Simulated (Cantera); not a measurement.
An isothermal, constant-pressure homogeneous reactor starts with 0.763 % C2H6, 99.2 % N2, at 1250 K and 33.8 Torr.

Model: GRI-Mech 3.0 (53 species, 325 reactions), integrated in Cantera. GRI-Mech 3.0 stops at C3 and has no aromatics, soot or wall deposition, so with more carbon than oxygen in the feed, carbon stays in small species such as C2H2 where larger ones or solid carbon would form. Radical loss at walls, strong at low pressure, is not modelled.

Question: Predict: x(C2H6) at 9.00 s; x(HCN) at 9.00 s; x(H2) at 9.00 s; x(CH3) at 9.00 s; x(CH4) at 9.00 s; x(C2H2) at 9.00 s.

Answer: 
```json
{
 "x(C2H6) at 9.00 s": "7.72e-8 (gas-phase equilibrium 2.52e-10)",
 "x(HCN) at 9.00 s": "3.38e-8 (gas-phase equilibrium 0.0127)",
 "x(H2) at 9.00 s": "0.0123 (gas-phase equilibrium 0.0149)",
 "x(CH3) at 9.00 s": "3.93e-7 (gas-phase equilibrium 2.19e-8)",
 "x(CH4) at 9.00 s": "0.00114 (gas-phase equilibrium 6.02e-5)",
 "x(C2H2) at 9.00 s": "0.00586 (gas-phase equilibrium 0.00115)"
}
```
